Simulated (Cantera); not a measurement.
## Equilibrium for chemical vapour transport: Fe + H₂O + N₂

Feed: 1 mol Fe, 0.018 mol H₂O, a varied amount of N₂, equilibrated at 1177 °C and 18.0 mbar.

Method: chemical equilibrium by Gibbs-energy minimisation in Cantera with the NASA 1993 tables (ideal gas, pure condensed phases). Candidate condensed phases: Fe, FeO, Fe(OH)₂, Fe(OH)₃, Fe₂O₃, Fe₃O₄, H₂O; 27 gas species. Mutual solubility and eutectic melting of coexisting phases are not modelled. The tables' stoichiometric FeO is somewhat more stable than real wüstite, so its field is too wide. FeO: taken at fixed stoichiometry. Rates play no part.

```
n(N₂) (mol)   x N₂     x H₂     x H₂O      x H     x Fe  x Fe(OH)₂     x OH     x NH₃  n Fe(γ)  n FeO(s)
-----------  -----  -------  --------  -------  -------  ---------  -------  --------  -------  --------
0.076        0.808    0.137    0.0544  2.61e-5  2.77e-6    5.16e-7  2.49e-7   5.94e-8    0.987    0.0129
0.12         0.870   0.0933    0.0371  2.15e-5  2.77e-6    3.51e-7  2.05e-7   3.46e-8    0.987    0.0129
0.18         0.909   0.0651    0.0258  1.80e-5  2.77e-6    2.45e-7  1.71e-7   2.06e-8    0.987    0.0129
0.29         0.942   0.0418    0.0166  1.44e-5  2.77e-6    1.57e-7  1.37e-7   1.08e-8    0.987    0.0129
0.44         0.961   0.0281    0.0112  1.18e-5  2.77e-6    1.06e-7  1.13e-7   6.02e-9    0.987    0.0129
0.69         0.975   0.0182   0.00723  9.51e-6  2.77e-6    6.85e-8  9.06e-8   3.16e-9    0.987    0.0129
1.1          0.984   0.0115   0.00458  7.57e-6  2.77e-6    4.34e-8  7.21e-8   1.60e-9    0.987    0.0129
1.7          0.990  0.00750   0.00298  6.10e-6  2.77e-6    2.82e-8  5.81e-8  8.41e-10    0.987    0.0129
2.6          0.993  0.00492   0.00195  4.94e-6  2.77e-6    1.85e-8  4.71e-8  4.48e-10    0.987    0.0129
4            0.996  0.00320   0.00127  3.99e-6  2.77e-6    1.21e-8  3.80e-8  2.36e-10    0.987    0.0129
6.3          0.997  0.00204  0.000810  3.18e-6  2.77e-6    7.67e-9  3.03e-8  1.20e-10    0.987    0.0129
```
x: gas mole fraction; n: condensed amount in mol.

From 0.076 mol N₂ to 6.3 mol N₂ the condensed part is Fe(γ) + FeO(s). The main Fe-bearing gas is Fe throughout.
